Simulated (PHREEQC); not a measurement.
**Buffer: speciation**

Consider water at 25 °C with 0.03 mol NaHCO3 and 0.0042 mol Na2B4O7 per kg of water. Closed to the air; pH follows from the charge balance.

The numbers come from PHREEQC with the ion-association model, wateq4f.dat.

Each row changes one thing in this solution. No solid was allowed to form.

```tsv
case	pH	ionic strength (mol/kgw)
as made	8.91	0.0391
NaHCO3 left out	9.19	0.00840
0.0056 mol/kgw H3BO3 added	8.78	0.0388
NaHCO3 from 0.03 to 0.3 mol/kgw	8.09	0.286
Na2B4O7 replaced by NaHS at the same molality	8.23	0.0341
Na2B4O7 left out	8.15	0.0299
temperature from 25 to 75 °C	8.44	0.0365
```

Complexes and solids missing from the database can't appear. At this temperature some constants are extrapolated from 25 °C, and those without enthalpy data are left unchanged. The polysulfide entries of wateq4f.dat were taken out for this run.
